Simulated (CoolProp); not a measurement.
The fluid at 293.15 K and 0.00624 MPa flows at 9.3 m/s in a round tube of 1 mm bore and 1.5 µm roughness, fully developed (64/Re and Nu = 3.66 if laminar; Colebrook and Gnielinski if turbulent). The same conditions are run with several fluids, on thermodynamics alone (safety and materials aside).

Values from CoolProp's reference Helmholtz-energy equation of state of each fluid (methanol: de Reuck 1993; sulfur hexafluoride: Guder 2009; R22: Kamei 1995; ethane: Bücker 2006; carbon dioxide: Span 1996).

```tsv
fluid	Reynolds number	Darcy friction factor	pressure drop (Pa/m)	heat-transfer coefficient (W/(m² K))	mass flow (kg/h)
methanol	81.0	0.791	2820	53.7	0.00217
sulfur hexafluoride	232	0.275	4460	46.1	0.00984
R22	152	0.421	4030	40.8	0.00583
ethane	78.0	0.821	2730	74.2	0.00203
carbon dioxide	71.5	0.896	4360	59.3	0.00296
```

Transport values come from each fluid's own correlations; those of R22 are estimates that may be off by 10 % or more.
